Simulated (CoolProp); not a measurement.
The fluid at 494.33 K and 2.02 MPa is throttled through a valve to 0.0918 MPa with no heat exchange. The same conditions are run with several fluids, on thermodynamics alone (safety and materials aside).

Model: reference Helmholtz-energy equation of state of each fluid (CF4 (R14): Platzer 1990; trans-2-butene: Lemmon 2005; n-butane: Bücker 2006; R152A: Outcalt 1996; isobutane: Bücker 2006), in CoolProp. The equations of Platzer and Polt are older, rougher fits.

```json
[
 {"fluid": "CF4 (R14)", "temperature change (K)": "___", "final density (kg/m³)": "1.98"},
 {"fluid": "trans-2-butene", "temperature change (K)": "-12.5", "final density (kg/m³)": "1.29"},
 {"fluid": "n-butane", "temperature change (K)": "___", "final density (kg/m³)": "1.34"},
 {"fluid": "R152A", "temperature change (K)": "-11.3", "final density (kg/m³)": "1.51"},
 {"fluid": "isobutane", "temperature change (K)": "-9.9", "final density (kg/m³)": "___"}
]
```

Question: What belongs in the gaps?

Answer: 
- CF4 (R14), temperature change (K): -3.2
- n-butane, temperature change (K): -11.2
- isobutane, final density (kg/m³): 1.33
